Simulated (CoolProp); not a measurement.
Vapour-liquid equilibrium of dimethyl ether (1) + n-perfluorobutane (2) at 326.3 K; x and y are mole fractions of (1).

Model: multi-fluid Helmholtz-energy mixture model, Wu 2011 and Gao 2022; pair parameters Bell 2016, in CoolProp.

| x | bubble pressure (MPa) | y at the bubble point | dew pressure at overall composition x (MPa) | liquid density (mol/L) |
|---|---|---|---|---|
| 0.05 | 0.7279 | 0.177 | (withheld) | 5.916 |
| 0.2 | 1.062 | 0.468 | 0.7470 | (withheld) |
| 0.35 | 1.283 | 0.594 | 0.9001 | 6.913 |
| 0.5 | 1.396 | 0.661 | 1.114 | 7.637 |
| 0.65 | 1.444 | 0.708 | 1.380 | 8.682 |
| 0.8 | 1.445 | 0.763 | 1.424 | 10.21 |
| 0.95 | (withheld) | 0.897 | 1.284 | (withheld) |

Task: Complete the blanks.

Result: 
- 0.05, dew pressure at overall composition x (MPa): 0.6346
- 0.2, liquid density (mol/L): 6.369
- 0.95, bubble pressure (MPa): 1.337
- 0.95, liquid density (mol/L): 12.39

y crosses x between x = 0.65 and 0.8: the model has an azeotrope there.

The pair parameters rest on a limited set of measurements; away from them the model extrapolates. With so large a gap from Raoult's law the liquid may split in two, which this calculation doesn't test in full.
